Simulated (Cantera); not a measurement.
An adiabatic, constant-volume homogeneous reactor starts with CH3OH : O2 : N2 : H2O = 1 : 1.36 : 7.77 : 2.1 (molar parts), equivalence ratio 1.1, at 1700 K and 100000 Pa. Integrator tolerance rtol = 1e-08.

Detailed kinetics in Cantera: GRI-Mech 3.0 (53 species, 325 reactions). GRI-Mech 3.0 was tuned for natural gas; its chemistry of methanol as a main component is partial and can be far from experiment.

Problem. What does this change do: N2 7.77 to 17 parts?

Solution. 
```tsv
quantity	before	after
time of steepest temperature rise	29.2 µs	46.3 µs
temperature at 1.00 s	2658 K	2437 K
equilibrium temperature	2658 K	2437 K
x(CH3OH) at 1.00 s	<1e-12 (gas-phase equilibrium <1e-12)	<1e-12 (gas-phase equilibrium <1e-12)
x(O2) at 1.00 s	0.0102 (gas-phase equilibrium 0.0102)	0.00312 (gas-phase equilibrium 0.00312)
x(H2O) at 1.00 s	0.274 (gas-phase equilibrium 0.274)	0.170 (gas-phase equilibrium 0.170)
x(CO) at 1.00 s	0.0289 (gas-phase equilibrium 0.0289)	0.0125 (gas-phase equilibrium 0.0125)
x(CH2CO) at 1.00 s	<1e-12 (gas-phase equilibrium <1e-12)	<1e-12 (gas-phase equilibrium <1e-12)
x(C2H4) at 1.00 s	<1e-12 (gas-phase equilibrium <1e-12)	<1e-12 (gas-phase equilibrium <1e-12)
x(NO2) at 1.00 s	1.24e-6 (gas-phase equilibrium 1.24e-6)	3.49e-7 (gas-phase equilibrium 3.49e-7)
```
